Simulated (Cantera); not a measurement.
Feed: 1 mol B, 0.18 mol H2O, 0.36 mol H2, at 69.0 mbar.

Equilibrium computed with Cantera from the NASA thermochemical tables; the gas is ideal and each condensed phase is pure. Candidate condensed phases: B, B2O3, B3O3H3, H2O; 23 gas species. The tables' values for BH2 are old estimates; treat these amounts as uncertain. Kinetics and transport are ignored.

At 1700 °C, list the 7 most abundant gas species with their mole fractions, and the condensed phases.

H2 0.785, HBO 0.130, B2O2 0.0615, BO 0.0113, B2O3 0.00544, H 0.00455, HBO2 0.00165. Condensed: B(s).
